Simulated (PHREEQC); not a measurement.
Dissolve 0.0052 mol/kgw FeCl3, 0.0068 mol/kgw NaH2PO4 and 4.3e-05 mol/kgw Na2SO4 at 50 °C. Closed to the air; pH follows from the charge balance.

The numbers come from PHREEQC with the ion-association model, wateq4f.dat.

Each row changes one thing in this solution. Precipitation was switched off in this run.

```
case                                       pH  ionic strength (mol/kgw)  H2PO4- (mol/kgw)  H3PO4 (mol/kgw)  SO4-2 (mol/kgw)  HSO4- (mol/kgw)  SI of Mirabilite (Na2SO4:10H2O)
---------------------------------------  ----  ------------------------  ----------------  ---------------  ---------------  ---------------  -------------------------------
as made                                  3.19                    0.0227           0.00207         0.000222          3.72e-5          2.71e-6                            -9.11
FeCl3 from 0.0052 to 0.026 mol/kgw       2.08                     0.114           2.06e-5          2.48e-5          6.65e-6          4.35e-6                           -10.17
Na2SO4 from 4.3e-05 to 4.73e-05 mol/kgw  3.19                    0.0227           0.00207         0.000222          4.09e-5          2.98e-6                            -9.07
FeCl3 left out                           4.78                   0.00698           0.00674          1.98e-5          4.17e-5          9.33e-8                            -8.90
temperature from 50 to 25 °C             3.46                    0.0227           0.00189          8.29e-5          3.96e-5          8.69e-7                            -7.99
NaH2PO4 from 0.0068 to 0.00748 mol/kgw   3.24                    0.0233           0.00267         0.000254          3.78e-5          2.44e-6                            -9.02
```

Some of these states are supersaturated (in Strengite, Hematite (slow to form), Fe(OH)3(a), for instance). H3PO4, which wateq4f.dat lacks, is added to it with the constant of phreeqc.dat. Away from 25 °C the constants follow the database's enthalpies or fits; those with neither stay at their 25 °C values.
